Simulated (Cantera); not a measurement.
Charge: 1 mol MgCO3, 0.21 mol C, 3.1 mol O2, at 1850 K and 16.0 mbar.

These are equilibrium values from Cantera (NASA tables, ideal gas, pure condensed phases), not measurements of a reactor. Candidate condensed phases: C, Mg, MgCO3, MgO; 15 gas species. Rates play no part.

Base state: O2 0.704, CO2 0.294, O 0.00128, CO 0.000943 (mole fractions); condensed: MgO(s).

Q: What changes in the equilibrium state with this change: C from 0.21 to 0.83 mol?

A: 
| species | before | after |
|---|---|---|
| O2 | 0.704 | 0.553 |
| CO2 | 0.294 | 0.444 |
| CO | 0.000943 | 0.00161 |
| O | 0.00128 | 0.00113 |
| MgO(s), mol | 1.000 | 1.000 |
